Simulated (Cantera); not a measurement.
# Equilibrium for titanium nitride, carbide and oxide coatings: TiCl4 + O2 + H2

A closed system holds: 1 mol TiCl4, 5 mol O2, a varied amount of H2, held at 2248 K and 19.0 Pa.

Equilibrium computed with Cantera from the NASA thermochemical tables; the gas is ideal and each condensed phase is pure. Candidate condensed phases: H2O, Ti, TiCl2, TiCl3, TiCl4, TiO, TiO2, Ti2O3, Ti3O5, Ti4O7; 23 gas species. Rates play no part.

From 58 mol H2 to 470 mol H2 nothing is condensed. The main Ti-bearing gas is TiO2 at 58 mol H2 and TiO at 470 mol H2.

```tsv
n(H2) (mol)	x H2	x H	x H2O	x HCl	x Cl	x TiO2	x OH
58	0.465	0.364	0.0893	0.0334	0.0189	0.0114	0.0104
82	0.500	0.377	0.0651	0.0243	0.0132	0.00773	0.00735
120	0.527	0.387	0.0457	0.0169	0.00899	0.00491	0.00502
170	0.545	0.394	0.0329	0.0121	0.00632	0.00315	0.00355
230	0.557	0.398	0.0247	0.00901	0.00466	0.00210	0.00264
330	0.567	0.401	0.0175	0.00632	0.00324	0.00126	0.00185
470	0.574	0.404	0.0124	0.00446	0.00227	0.000738	0.00131
```
x: gas mole fraction; nothing condenses.
